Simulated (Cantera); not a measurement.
Predominance diagram of Mg at 1025 K against the partial pressures of O2 and Br2 (log10, bar). Standard-state values (1 bar) from the NASA 1993 polynomials, evaluated with Cantera. Candidates: Mg(l), MgBr2(l), MgO(s). Only these pure phases compete in this equilibrium. Not in the tables: oxide halides.

```
log p(Br2) \ log p(O2)
        columns: -29, -27.7, -26.5, -25.2, -24, -22.7, -21.4, -20.2, -18.9, -17.7, -16.4, -15.1, -13.9, -12.6, -11.3, -10.1, -8.8, -7.6, -6.3, -5, -3.8, -2.5, -1.3, 0
      0  A A A A A A A A A A A A A A A A B B B B B B B B
   -1.3  A A A A A A A A A A A A A A B B B B B B B B B B
   -2.6  A A A A A A A A A A A A B B B B B B B B B B B B
   -3.9  A A A A A A A A A A B B B B B B B B B B B B B B
   -5.1  A A A A A A A A B B B B B B B B B B B B B B B B
   -6.4  A A A A A A B B B B B B B B B B B B B B B B B B
   -7.7  A A A A B B B B B B B B B B B B B B B B B B B B
     -9  A A B B B B B B B B B B B B B B B B B B B B B B
  -10.3  B B B B B B B B B B B B B B B B B B B B B B B B
  -11.6  B B B B B B B B B B B B B B B B B B B B B B B B
  -12.9  B B B B B B B B B B B B B B B B B B B B B B B B
  -14.1  B B B B B B B B B B B B B B B B B B B B B B B B
  -15.4  B B B B B B B B B B B B B B B B B B B B B B B B
  -16.7  B B B B B B B B B B B B B B B B B B B B B B B B
    -18  B B B B B B B B B B B B B B B B B B B B B B B B
```

A: MgBr2(l); B: MgO(s).
